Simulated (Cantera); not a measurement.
## Adiabatic ignition

An adiabatic, constant-pressure homogeneous reactor starts with C3H8 : O2 : N2 = 1 : 2.63 : 9.89 (molar parts), equivalence ratio 1.9, at 1050 K and 1.01 bar.

Computed with Cantera and GRI-Mech 3.0 (53 species, 325 reactions). GRI-Mech 3.0 was tuned for natural gas; its chemistry of propane as a main component is partial and can be far from experiment.

| t (s) | T (K) | x C3H8 | x O2 | x C2H4 | x NO | x CH2CO | x H | x HCO |
|---|---|---|---|---|---|---|---|---|
| 4.00e-6 | 1050 | 0.0740 | 0.195 | 5.57e-9 | <1e-12 | <1e-12 | 3.98e-11 | <1e-12 |
| 1.29e-5 | 1050 | 0.0740 | 0.195 | 3.21e-8 | <1e-12 | <1e-12 | 5.87e-11 | <1e-12 |
| 4.18e-5 | 1050 | 0.0740 | 0.195 | 1.34e-7 | <1e-12 | <1e-12 | 6.26e-11 | <1e-12 |
| 0.000135 | 1050 | 0.0740 | 0.195 | 5.46e-7 | <1e-12 | <1e-12 | 8.37e-11 | <1e-12 |
| 0.000437 | 1050 | 0.0740 | 0.195 | 2.91e-6 | <1e-12 | 8.23e-12 | 2.67e-10 | <1e-12 |
| 0.00141 | 1050 | 0.0739 | 0.195 | 2.25e-5 | <1e-12 | 7.03e-10 | 9.17e-10 | <1e-12 |
| 0.00457 | 1050 | 0.0738 | 0.194 | 0.000121 | <1e-12 | 2.23e-8 | 1.02e-9 | 5.94e-12 |
| 0.0148 | 1050 | 0.0735 | 0.194 | 0.000471 | <1e-12 | 3.37e-7 | 1.22e-9 | 2.42e-11 |
| 0.0478 | 1049 | 0.0721 | 0.194 | 0.00177 | <1e-12 | 4.59e-6 | 2.09e-9 | 1.04e-10 |
| 0.155 | 1058 | 0.0620 | 0.188 | 0.0109 | <1e-12 | 0.000139 | 2.57e-8 | 2.13e-9 |
| 0.500 | 2281 | <1e-12 | 2.60e-6 | <1e-12 | 4.60e-5 | <1e-12 | 0.00310 | 9.75e-8 |
x: mole fraction; the columns are a selection and need not sum to one.

The time of steepest temperature rise is 0.182 s and the temperature at 0.500 s is 2281 K. The equilibrium temperature is 2281 K. The x(C3H8) at 0.500 s comes out as <1e-12 (gas-phase equilibrium <1e-12) and the x(O2) at 0.500 s comes out as 2.60e-6 (gas-phase equilibrium 2.60e-6). The x(C2H4) at 0.500 s comes out as <1e-12 (gas-phase equilibrium <1e-12).
